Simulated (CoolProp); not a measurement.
Vapour-liquid equilibrium of ethane (1) + CHF3 (R23) (2) at 242 K; x and y are mole fractions of (1).

Values from CoolProp's multi-fluid Helmholtz-energy mixture model, Bücker 2006 and Penoncello 2003; pair parameters Bell 2016.

```
x     bubble pressure (MPa)  y at the bubble point  dew pressure at overall composition x (MPa)  liquid density (mol/L)
----  ---------------------  ---------------------  -------------------------------------------  ----------------------
0.05                  1.148                  0.167                                        1.018                   17.19
0.2                   1.428                  0.373                                            …                   16.30
0.35                  1.520                  0.452                                        1.396                   15.62
0.5                   1.544                  0.505                                            …                   15.20
0.65                      …                  0.562                                        1.432                   15.04
0.8                   1.430                  0.652                                        1.244                   15.10
0.95                      …                  0.857                                        1.077                   15.28
```

### Question
Fill in the missing entries.

### Answer

- 0.2, dew pressure at overall composition x (MPa): 1.190
- 0.5, dew pressure at overall composition x (MPa): 1.543
- 0.65, bubble pressure (MPa): 1.523
- 0.95, bubble pressure (MPa): 1.177

y crosses x between x = 0.5 and 0.65: the model has an azeotrope there.

Pair parameters are fitted to limited data, so mixtures are less certain than the pure fluids. With so large a gap from Raoult's law the liquid may split in two, which this calculation doesn't test in full.
